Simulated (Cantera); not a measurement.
An isothermal, constant-pressure homogeneous reactor starts with H2 : O2 : N2 = 0.014 : 1 : 0.99 (molar parts), equivalence ratio 0.0070, at 1325 K and 11.3 Torr. Integrator tolerance rtol = 1e-08.

Model: the H2/O2 subset of GRI-Mech 3.0, which has no nitrogen chemistry, integrated in Cantera. Radical loss at walls, strong at low pressure, is not modelled.

Q: What does this change do: pressure from 11.3 Torr to 0.975 Torr?

A: 
| quantity | before | after |
|---|---|---|
| x(H2) at 10.0 s | 1.98e-7 (gas-phase equilibrium 1.10e-8) | 3.17e-5 (gas-phase equilibrium 3.72e-8) |
| x(O2) at 10.0 s | 0.497 (gas-phase equilibrium 0.497) | 0.493 (gas-phase equilibrium 0.497) |
| x(HO2) at 10.0 s | 1.49e-8 (gas-phase equilibrium 8.35e-9) | 3.42e-8 (gas-phase equilibrium 4.53e-9) |
| x(H2O2) at 10.0 s | 5.00e-10 (gas-phase equilibrium 4.00e-11) | 8.63e-10 (gas-phase equilibrium 1.18e-11) |
| x(O) at 10.0 s | 2.87e-5 (gas-phase equilibrium 1.60e-6) | 0.00494 (gas-phase equilibrium 5.42e-6) |
| x(H2O) at 10.0 s | 0.00698 (gas-phase equilibrium 0.00700) | 0.00649 (gas-phase equilibrium 0.00700) |
